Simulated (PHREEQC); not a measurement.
Model water analysis in mg/kgw, 25 °C, pH 7.17, pe 0.4:

```csv
constituent,mg/kgw
Na,5480
K,650
Ca,5.52
Mg,264
Cl,8840
S(6) as SO4,1110
Alkalinity as HCO3,0.342
Fe(2),10.5
Mn(2),6.08
```

Valence states are taken as typed.

Model: ion-association model, phreeqc.dat, run in PHREEQC.

The ionic strength comes out as 0.287 mol/kgw. What activity coefficients do SO4-2, Mg+2, MnCl+, Na+, K+ get?

SO4-2 0.26, Mg+2 0.32, MnCl+ 0.72, Na+ 0.73, K+ 0.68.

No solid was allowed to form. Species that the database lacks are ignored.
